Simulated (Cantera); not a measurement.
Input: 1 mol Si, 6.1 mol Br₂, held at 850 K and 9.10 mbar.

Equilibrium computed with Cantera from the NASA thermochemical tables; the gas is ideal and each condensed phase is pure. Candidate condensed phases: Br₂, Si; 9 gas species. Equilibrium is a limit: real reactors are often held back by kinetics, nucleation or transport.

Base state: Br₂ 0.798, SiBr₄ 0.195, Br 0.00673 (mole fractions); condensed: gas only.

Task: What changes in the equilibrium state with this change: pressure from 9.10 mbar to 1.00 bar?

Result: 
```csv
species,before,after
Br₂,0.798,0.803
SiBr₄,0.195,0.196
Br,0.00673,0.000644
```
